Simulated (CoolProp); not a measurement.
Values from CoolProp's reference Helmholtz-energy equation of state, Aleksandrov 2011. It is a short technical equation, of lower accuracy than the large ones.

**Question.** For n-undecane, give the phase and the cp (kJ/(kg K)) at 18.15 °C and 11.8 MPa; 172.25 °C and 0.73 MPa; 18.95 °C and 3.01 MPa.

**Answer.** 
- 18.15 °C and 11.8 MPa: liquid; cp 2.19
- 172.25 °C and 0.73 MPa: liquid; cp 2.78
- 18.95 °C and 3.01 MPa: liquid; cp 2.19
